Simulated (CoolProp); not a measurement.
Vapour-liquid equilibrium of n-heptane (1) + o-xylene (2) at 68.65 °C; x and y are mole fractions of (1).

Model: multi-fluid Helmholtz-energy mixture model, Span 2003 and Zhou 2012; pair parameters Bell 2016, in CoolProp.

```csv
x,bubble pressure (MPa),y at the bubble point,dew pressure at overall composition x (MPa),liquid density (mol/L)
0.05,0.01031,0.263,0.008330,7.815
0.15,0.01444,0.523,0.009157,7.649
0.25,0.01799,0.655,0.01016,7.487
0.35,0.02115,0.739,0.01141,7.330
0.45,0.02403,0.799,0.01299,7.177
0.55,0.02674,0.846,0.01505,7.027
0.65,0.02936,0.886,0.01782,6.882
0.75,0.03195,0.921,0.02164,6.741
0.85,0.03456,0.954,0.02700,6.603
0.95,0.03724,0.985,0.03427,6.469
```

No azeotrope shows between x = 0.05 and 0.95.

Pair parameters are fitted to limited data, so mixtures are less certain than the pure fluids.
